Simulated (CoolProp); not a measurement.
The numbers come from the reference Helmholtz-energy equation of state, Younglove 1994 in CoolProp. It is a modified Benedict-Webb-Rubin equation, recast in Helmholtz form.

Task: Give the vapour pressure (MPa), vapour density (kg/m³), enthalpy of vaporisation (kJ/kg), liquid cp (kJ/(kg K)) of saturated R123 at 380.5 K.

Result: 
```tsv
T (K)	p (MPa)	vapour density (kg/m³)	enthalpy of vaporisation (kJ/kg)	liquid cp (kJ/(kg K))
380.5	0.923	55.5	129	1.16
```
